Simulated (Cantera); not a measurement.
A perfectly stirred reactor is fed with 17.5 % CH4, 59.6 % H2O, 22.8 % H2, at 100.0 Torr; it is held at 1350 K, and followed from long to short residence time.

Model: GRI-Mech 3.0 (53 species, 325 reactions), integrated in Cantera.

Q: Predict: x(CH4) at τ = 13.0 s; x(H2O) at τ = 13.0 s; x(H2) at τ = 13.0 s; x(CO) at τ = 13.0 s; x(CH4) at τ = 70.0 ms; x(H2O) at τ = 70.0 ms; x(H2) at τ = 70.0 ms; x(CO) at τ = 70.0 ms.

A: 
```
Item                      Value
---------------------  --------
x(CH4) at τ = 13.0 s      0.154
x(H2O) at τ = 13.0 s      0.585
x(H2) at τ = 13.0 s       0.252
x(CO) at τ = 13.0 s    0.000503
x(CH4) at τ = 70.0 ms     0.175
x(H2O) at τ = 70.0 ms     0.596
x(H2) at τ = 70.0 ms      0.228
x(CO) at τ = 70.0 ms    2.32e-7
```
